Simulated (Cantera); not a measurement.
Input: 1 mol BF₃, 0.69 mol O₂, at 6.75 Torr.

Cantera equilibrium calculation (NASA polynomials, part measured and part estimated; ideal gas, pure solids and liquids). Candidate condensed phases: B, B₂O₃; 21 gas species. Rates play no part.

**Question.** At 1477 °C, list the 5 most abundant gas species with their mole fractions, and the condensed phases.

**Answer.** BF₃ 0.588, O₂ 0.406, F 0.00337, BOF 0.00166, O 0.000502. Condensed: gas only.
